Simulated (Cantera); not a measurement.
A perfectly stirred reactor is fed with H₂ : O₂ = 0.37 : 1 (molar parts), at 1100 Pa; it is held at 1050 K, and followed from long to short residence time.

Model: the H2/O2 subset of GRI-Mech 3.0, which has no nitrogen chemistry, integrated in Cantera. Radical loss at walls, strong at low pressure, is not modelled. The temperature is held fixed by assumption; the heat of reaction is taken as removed at once.

Question: What does this change do: H2 0.37 to 0.13 parts?

Answer: 
```
quantity                 before     after
---------------------  --------  --------
x(H₂) at τ = 11.0 s    0.000336  0.000157
x(O₂) at τ = 11.0 s       0.687     0.877
x(HO₂) at τ = 11.0 s    4.34e-6   2.06e-6
x(OH) at τ = 11.0 s    0.000589  0.000403
x(H) at τ = 11.0 s      6.32e-5   3.84e-5
x(H₂) at τ = 69.0 ms    0.00751   0.00321
x(O₂) at τ = 69.0 ms      0.676     0.865
x(HO₂) at τ = 69.0 ms   1.36e-5   7.51e-6
x(OH) at τ = 69.0 ms    0.00346   0.00237
x(H) at τ = 69.0 ms     0.00935   0.00517
```

Question: What does this change do: O2 1 to 0.38 parts?

Answer: 
| quantity | before | after |
|---|---|---|
| x(H₂) at τ = 11.0 s | 0.000336 | 0.000771 |
| x(O₂) at τ = 11.0 s | 0.687 | 0.345 |
| x(HO₂) at τ = 11.0 s | 4.34e-6 | 6.74e-6 |
| x(OH) at τ = 11.0 s | 0.000589 | 0.000764 |
| x(H) at τ = 11.0 s | 6.32e-5 | 0.000139 |
| x(H₂) at τ = 69.0 ms | 0.00751 | 0.0183 |
| x(O₂) at τ = 69.0 ms | 0.676 | 0.343 |
| x(HO₂) at τ = 69.0 ms | 1.36e-5 | 1.49e-5 |
| x(OH) at τ = 69.0 ms | 0.00346 | 0.00434 |
| x(H) at τ = 69.0 ms | 0.00935 | 0.0205 |
